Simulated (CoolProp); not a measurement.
Values from CoolProp's reference Helmholtz-energy equation of state, Thol 2015.

Question: For 1,2-dichloroethane, give the phase and the Z, fugacity coefficient at -6.15 °C and 7.61 MPa.

Answer: 
- -6.15 °C and 7.61 MPa: liquid; Z 0.262, fugacity coefficient 0.000330
